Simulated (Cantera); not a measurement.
A jet of CH4 : O2 : N2 = 0.011 : 0.06 : 0.79 (molar parts), equivalence ratio 0.37 at 300 K and 12000 Pa hits a platinum plate 3 cm away at a mass flux of 0.044 kg/m²/s; the plate temperature is set and raised in steps from an oxygen-covered start.

Detailed kinetics in Cantera: Deutschmann's 1995 Pt surface mechanism with GRI-Mech 3.0 gas chemistry. Catalytic surfaces can have several steady states; this one follows from the mechanism file's or the stated starting coverage.

x: mole fraction at the wall; θ: surface coverage.

| plate T (K) | wall x CH4 | wall x O2 | wall x H2O | wall x OH | wall x CO | wall x CO2 | θ free Pt | θ O* |
|---|---|---|---|---|---|---|---|---|
| 850 | (withheld) | 0.0630 | 0.00587 | <1e-8 | 2.69e-6 | 0.00382 | 0.152 | 0.848 |
| 900 | (withheld) | 0.0584 | 0.00996 | 1.72e-8 | 2.97e-6 | 0.00650 | 0.217 | 0.782 |
| 950 | (withheld) | 0.0543 | 0.0136 | 5.46e-8 | 3.03e-6 | 0.00887 | 0.288 | 0.711 |
| 1000 | (withheld) | 0.0512 | 0.0162 | 1.47e-7 | 3.04e-6 | 0.0106 | 0.360 | 0.639 |
| 1050 | (withheld) | 0.0492 | 0.0180 | 3.49e-7 | 3.08e-6 | 0.0118 | 0.431 | 0.568 |
| 1100 | (withheld) | 0.0478 | 0.0191 | 7.57e-7 | 3.19e-6 | 0.0126 | 0.499 | 0.500 |

Q: Fill in the missing entries.

A: 
- 850, wall x CH4: 0.00964
- 900, wall x CH4: 0.00743
- 950, wall x CH4: 0.00549
- 1000, wall x CH4: 0.00405
- 1050, wall x CH4: 0.00307
- 1100, wall x CH4: 0.00241
